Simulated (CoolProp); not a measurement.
The numbers come from the reference Helmholtz-energy equation of state, Gao 2022 in CoolProp.

Problem. For n-perfluoropentane, give the phase and the density (kg/m³), Joule-Thomson coefficient (K/MPa), fugacity coefficient at 322.9 K and 0.586 bar.

Solution. 
- 322.9 K and 0.586 bar: gas; density 6.45, Joule-Thomson coefficient 16.6, fugacity coefficient 0.976
